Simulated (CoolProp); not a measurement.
A simple Rankine cycle with R236EA: condensing at 315.15 K, boiler at 1.63 MPa, turbine inlet 379.9 K, turbine efficiency 0.65, pump efficiency 0.7, no recuperator. Each further row changes one setting.

Model: reference Helmholtz-energy equation of state, Rui 2013, in CoolProp.

```csv
case,thermal efficiency (%),net work (kJ/kg),heat in (kJ/kg),turbine exit temperature (K),volume ratio over the turbine
as stated,7.8,14.7,189,344.3,5.34
turbine inlet 399.9 K,7.7,16.4,(withheld),367.5,5.03
condensing temperature 307.15 K,8.7,17.4,199,(withheld),6.90
boiler pressure 1.14 MPa,6.3,12.4,198,356.3,3.40
turbine efficiency 0.55,6.5,12.2,189,(withheld),5.39
```

### Question
Fill in the missing entries.

### Answer

- turbine inlet 399.9 K, heat in (kJ/kg): 213
- condensing temperature 307.15 K, turbine exit temperature (K): 340.1
- turbine efficiency 0.55, turbine exit temperature (K): 346.8
